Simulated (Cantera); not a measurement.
A closed system holds: 1 mol AlN, 0.68 mol H2O, 0.89 mol N2, equilibrated at 323 Torr.

Method: chemical equilibrium by Gibbs-energy minimisation in Cantera with the NASA 1993 tables (ideal gas, pure condensed phases). Candidate condensed phases: Al, AlN, Al2O3, H2O; 35 gas species. Mutual solubility and eutectic melting of coexisting phases are not modelled. The numbers say what is thermodynamically allowed, not how fast it happens.

Over these rows the condensed part is AlN(s) + Al2O3(s). Partial pressures as log10 of bar:

| T (K) | 1000/T (1/K) | log p H2O | log p N2 | log p H2 |
|---|---|---|---|---|
| 1150 | 0.8696 | -6.59 | -0.57 | -0.79 |
| 1250 | 0.8000 | -6.24 | -0.57 | -0.79 |
| 1350 | 0.7407 | ? | -0.57 | -0.79 |
| 1450 | 0.6897 | -5.70 | -0.57 | -0.79 |
| 1550 | 0.6452 | -5.48 | -0.57 | -0.79 |
| 1650 | 0.6061 | -5.30 | -0.57 | -0.79 |

Problem. Fit log p(H2O) = a + b·(1000/T) to the five rows, give the apparent enthalpy, and predict the row at 1350 K.

Solution. Means: 1000/T = 0.7221, log p = -5.862. Sxy = -0.236643, Sxx = 0.0482440, so b = -4.91 and a = -5.862 − (-4.91)×0.7221 = -2.32.
Apparent enthalpy: −19.145 × (-4.91) = 94 kJ/mol. With the condensed phases at unit activity, 1/3 Al2O3(s) + 1/3 N2(g) + H2(g) = H2O(g) + 2/3 AlN(s) links this pressure to the main gases: over the six rows their terms move log p by +0.00 in all, so the slope is close to that reaction's ΔH°. The five rows lie within 0.01 of the line.
Prediction at 1350 K: -2.32 + (-4.91)×0.7407 = -5.96. The computed value is -5.95, 0.01 from the line.
